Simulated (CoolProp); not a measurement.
A simple Rankine cycle with n-butane: condensing at 331.15 K, boiler at 2.48 MPa, turbine inlet 404.6 K, turbine efficiency 0.9, pump efficiency 0.8, no recuperator. Each further row changes one setting.

The numbers come from the reference Helmholtz-energy equation of state, Bücker 2006 in CoolProp.

| case | thermal efficiency (%) | net work (kJ/kg) | heat in (kJ/kg) | turbine exit temperature (K) | volume ratio over the turbine |
|---|---|---|---|---|---|
| as stated | 11.7 | 48.4 | 414 | … | 4.97 |
| turbine inlet 424.6 K | 11.7 | 55.4 | 474 | 376.2 | 4.58 |
| condensing temperature 323.15 K | … | 56.3 | 435 | 345.4 | 6.10 |
| boiler pressure 1.74 MPa | 9.3 | 41.7 | 447 | 370.1 | 3.05 |
| turbine efficiency 0.8 | 10.3 | … | 414 | 354.1 | 5.03 |

Problem. What belongs in the gaps?

Solution. 
- as stated, turbine exit temperature (K): 351.3
- condensing temperature 323.15 K, thermal efficiency (%): 13.0
- turbine efficiency 0.8, net work (kJ/kg): 42.6
